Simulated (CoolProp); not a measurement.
o-xylene along the isotherm 620 K: fugacity coefficient from the reference equation and from simpler models built on Tc = 630.3 K, pc = 37.37 bar, ω = 0.312; each cubic takes its own stable root.

Model: reference Helmholtz-energy equation of state, Zhou 2012, in CoolProp.

```
p (bar)   phase  reference
-------  ------  ---------
31.1        gas     0.6835
62.3     liquid     0.3978
93.4     liquid     0.2987
125      liquid     0.2503
156      liquid     0.2236
187      liquid     0.2073
218      liquid     0.1973
249      liquid     0.1912
280      liquid     0.1880
311      liquid     0.1869
343      liquid     0.1874
374      liquid     0.1893
```

Q: How far does each simpler model (Redlich-Kwong, Soave-Redlich-Kwong) lie from the reference over these 12 states: mean and median of the absolute difference, and the worst?

A: 
- Redlich-Kwong: mean 16.2 %, median 17.3 %, worst +23.8 % at 620 K and 374 bar
- Soave-Redlich-Kwong: mean 14.3 %, median 15.2 %, worst +21.4 % at 620 K and 374 bar
